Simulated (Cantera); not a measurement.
A perfectly stirred reactor is fed with 1.17 % CO, 1.17 % O2, 0.0303 % H2O, 97.6 % N2, equivalence ratio 0.50, at 735 Torr; it is held at 1275 K, and followed from long to short residence time.

Cantera simulation using GRI-Mech 3.0 (53 species, 325 reactions); the numbers are that mechanism's predictions, not measurements.

### Question
Predict: x(CO) at τ = 0.380 s; x(O2) at τ = 0.380 s; x(H2O) at τ = 0.380 s; x(H2) at τ = 0.380 s; x(H2O2) at τ = 0.380 s; x(CO) at τ = 19.0 ms; x(O2) at τ = 19.0 ms; x(H2O) at τ = 19.0 ms; x(H2) at τ = 19.0 ms; x(H2O2) at τ = 19.0 ms.

### Answer
* **x(CO) at τ = 0.380 s**: 0.000927
* **x(O2) at τ = 0.380 s**: 0.00631
* **x(H2O) at τ = 0.380 s**: 0.000292
* **x(H2) at τ = 0.380 s**: 2.67e-6
* **x(H2O2) at τ = 0.380 s**: 4.44e-9
* **x(CO) at τ = 19.0 ms**: 0.00520
* **x(O2) at τ = 19.0 ms**: 0.00830
* **x(H2O) at τ = 19.0 ms**: 0.000258
* **x(H2) at τ = 19.0 ms**: 8.43e-6
* **x(H2O2) at τ = 19.0 ms**: 9.32e-9
